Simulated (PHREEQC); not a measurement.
Consider water at 25 °C with 2.1 mmol/kgw LiOH, 0.0095 mmol/kgw H4SiO4 and 0.88 mmol/kgw K2SiO3. Closed to the air; pH follows from the charge balance.

Model: Pitzer model, pitzer.dat, run in PHREEQC.

This is a speciation only: nothing precipitates in the calculation.

**Question.** Estimate the pH, osmotic coefficient.

**Answer.** pH 11.44; osmotic coefficient 0.978.

**Question.** In which forms is Si present?

**Answer.** H3SiO4- 96 %, H2SiO4-2 2.2 %, H4SiO4 2.2 % of the Si.
